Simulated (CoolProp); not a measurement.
Carbonyl sulfide at 298.15 K and 0.652 MPa is compressed adiabatically to 3.12 MPa with isentropic efficiency 0.75. Each further row changes one setting.

Values from CoolProp's reference Helmholtz-energy equation of state, Lemmon 2006. It is a short technical equation, of lower accuracy than the large ones.

| case | work (kJ/kg) | final temperature (K) | final density (kg/m³) |
|---|---|---|---|
| as stated | 91.0 | 437.6 | 58.0 |
| efficiency 1 | 68.3 | 412.6 | 63.4 |
| efficiency 0.65 | 105 | 453.2 | 55.1 |
